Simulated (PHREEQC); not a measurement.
A solution holds 13 mmol/kgw KOH, 0.41 mmol/kgw H4SiO4 and 7.9 mmol/kgw CuSO4, at 25 °C. Closed to the air; pH follows from the charge balance.

Computed with PHREEQC (ion-association model, wateq4f.dat).

Each row changes one thing in this solution. Precipitation was switched off in this run.

| case | pH | ionic strength (mol/kgw) |
|---|---|---|
| as made | 7.81 | 0.0242 |
| CuSO4 left out | ___ | 0.0130 |
| H4SiO4 left out | 7.81 | ___ |
| CuSO4 replaced by NH4HSO4 at the same molality | ___ | ___ |
| H4SiO4 from 0.00041 to 0.000369 mol/kgw | 7.81 | 0.0242 |
| 0.013 mol/kgw NaHCO3 added | 8.26 | ___ |

Task: Some entries are withheld; supply them.

Result: 
- CuSO4 left out, pH: 12.05
- H4SiO4 left out, ionic strength (mol/kgw): 0.0241
- CuSO4 replaced by NH4HSO4 at the same molality, pH: 9.54
- CuSO4 replaced by NH4HSO4 at the same molality, ionic strength (mol/kgw): 0.0229
- 0.013 mol/kgw NaHCO3 added, ionic strength (mol/kgw): 0.0337

Some of these states are supersaturated (in Brochantite, Cu(OH)2, Quartz (slow to form), for instance). The database's constant for dissolved Cu(OH)2 is higher than later reviews accept.
